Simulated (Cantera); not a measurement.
Cantera run:

```python
import numpy as np
import cantera as ct

gas_names = [...]  # 110 gases of nasa_gas.yaml made of C, H, O
cond_names = """
    C(gr) C6H6(L) C7H8(L) C8H18(L),n-octa H2O(s) H2O(L)
""".split()


# ... load() reads the species with a 1 bar reference pressure and builds the phases ...
atoms = {
    'CO': {'C': 1, 'O': 1},
    'H2': {'H': 2},
}
top_T = {'C(gr)': 4500}  # K; cautious upper limits of use, not melting points


# ... equilibrate(T, P, feed) seeds the gas with the atoms and calls Mixture.equilibrate('TP', solver="vcs", rtol=1e-11, max_steps=5000) ...
results = []
feed = {'CO': 1, 'H2': 23}  # mol
T = 1825  # K
for P in [10, 72, 520, 3700, 27000, 190000, 1400000, 10000000]:
    mix = equilibrate(T, P, feed)
    results.append((T, P, feed, dict(zip(mix.species_names, mix.species_moles))))

top = {s: max(r[3][s] / sum(r[3][g] for g in gas_names) for r in results) for s in gas_names}
cols = sorted((s for s in top if top[s] > 1e-05), key=lambda s: -top[s])[:5]
seen = [c for c in cond_names if any(r[3].get(c, 0) > 1e-12 for r in results)]
print("log10 of partial pressures in bar; condensed amounts in mol")
print(f"{'P/Pa':>10s}" + "".join(f"{s[:9]:>10s}" for s in cols + seen))
for T, P, feed, n in results:
    ng = sum(n[g] for g in gas_names)
    print(f"{P:10.4g}" + "".join(f"{np.log10(max(n[s] / ng * P / 1e5, 1e-99)):10.3f}" for s in cols)
          + "".join(f"{n.get(c, 0):10.4g}" for c in seen))
```

It prints:

```
log10 of partial pressures in bar; condensed amounts in mol
      P/Pa        H2         H        CO       CH4       H2O
        10    -4.038    -5.375    -5.389   -13.099   -11.150
        72    -3.168    -4.940    -4.526   -11.078    -9.700
       520    -2.305    -4.509    -3.666    -9.083    -8.246
      3700    -1.451    -4.082    -2.813    -7.147    -6.767
   2.7e+04    -0.587    -3.650    -1.949    -5.281    -5.179
   1.9e+05     0.260    -3.226    -1.103    -3.543    -3.527
   1.4e+06     1.127    -2.793    -0.245    -1.805    -1.806
     1e+07     1.978    -2.367     0.542    -0.134    -0.137
```

Method: chemical equilibrium by Gibbs-energy minimisation in Cantera with the NASA 1993 tables (ideal gas, pure condensed phases). The ideal-gas law is rough above about 30 bar.
